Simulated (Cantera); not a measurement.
Mixture: CO : H₂ : O₂ : N₂ = 1 : 0.16 : 0.682 : 2.57 (molar parts), equivalence ratio 0.85, at 1.00 atm, adiabatic and at constant volume. Ignition delay is the time to a rise of 400 K.

Cantera simulation using GRI-Mech 3.0 (53 species, 325 reactions); the numbers are that mechanism's predictions, not measurements. Where the delays flatten at high temperature, the 400 K rule measures the pace of heat release, not the induction time.

### Question
What does this change do: 0.048 parts H2O added?

### Answer
```csv
quantity,before,after
delay at 1250 K,78.4 µs,78.6 µs
delay at 1400 K,54.0 µs,52.9 µs
delay at 1550 K,45.8 µs,43.8 µs
delay at 1700 K,45.2 µs,42.4 µs
```
